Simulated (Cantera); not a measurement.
**BaF2 + HF + N2 (halide evaporation, hydrolysis and transport)**

Charge: 1 mol BaF2, 0.079 mol HF, 4.2 mol N2, equilibrated at 233 Torr.

These are equilibrium values from Cantera (NASA tables, ideal gas, pure condensed phases), not measurements of a reactor. Candidate condensed phases: Ba, BaF2; 24 gas species. Rates play no part.

From 998 K to 1598 K the condensed part is BaF2(s). From 1698 K to 2098 K the condensed part is BaF2(l). At 2198 K nothing is condensed.

| T (K) | x N2 | x BaF2 | x HF | x F | x BaF | x H | x H2 | x N | n BaF2(s) | n BaF2(l) |
|---|---|---|---|---|---|---|---|---|---|---|
| 998 | 0.982 | 2.78e-11 | 0.0185 | 5.26e-12 | <1e-12 | <1e-12 | 2.63e-12 | <1e-12 | 1.00 | 0 |
| 1098 | 0.982 | 1.90e-9 | 0.0185 | 7.19e-11 | <1e-12 | <1e-12 | 3.58e-11 | <1e-12 | 1.00 | 0 |
| 1198 | 0.982 | 6.11e-8 | 0.0185 | 6.38e-10 | <1e-12 | 6.07e-12 | 3.16e-10 | <1e-12 | 1.00 | 0 |
| 1298 | 0.982 | 1.09e-6 | 0.0185 | 4.07e-9 | <1e-12 | 8.58e-11 | 1.99e-9 | <1e-12 | 1.000 | 0 |
| 1398 | 0.982 | 1.23e-5 | 0.0185 | 2.00e-8 | <1e-12 | 8.32e-10 | 9.58e-9 | <1e-12 | 1.000 | 0 |
| 1498 | 0.981 | 9.64e-5 | 0.0185 | 8.01e-8 | 3.43e-11 | 5.94e-9 | 3.71e-8 | <1e-12 | 1.000 | 0 |
| 1598 | 0.981 | 0.000563 | 0.0185 | 2.72e-7 | 9.94e-10 | 3.30e-8 | 1.19e-7 | 1.14e-12 | 0.998 | 0 |
| 1698 | 0.979 | 0.00247 | 0.0184 | 8.15e-7 | 1.77e-8 | 1.48e-7 | 3.24e-7 | 9.49e-12 | 0 | 0.989 |
| 1798 | 0.973 | 0.00865 | 0.0183 | 2.23e-6 | 2.08e-7 | 5.43e-7 | 7.37e-7 | 6.25e-11 | 0 | 0.963 |
| 1898 | 0.956 | 0.0262 | 0.0180 | 5.90e-6 | 1.73e-6 | 1.59e-6 | 1.29e-6 | 3.36e-10 | 0 | 0.885 |
| 1998 | 0.913 | 0.0701 | 0.0172 | 1.65e-5 | 9.92e-6 | 3.53e-6 | 1.50e-6 | 1.50e-9 | 0 | 0.677 |
| 2098 | 0.816 | 0.169 | 0.0153 | 4.86e-5 | 4.07e-5 | 5.79e-6 | 1.10e-6 | 5.64e-9 | 0 | 0.131 |
| 2198 | 0.796 | 0.189 | 0.0149 | 0.000106 | 9.10e-5 | 1.21e-5 | 1.45e-6 | 1.95e-8 | 0 | 0 |
x: gas mole fraction; n: condensed amount in mol.
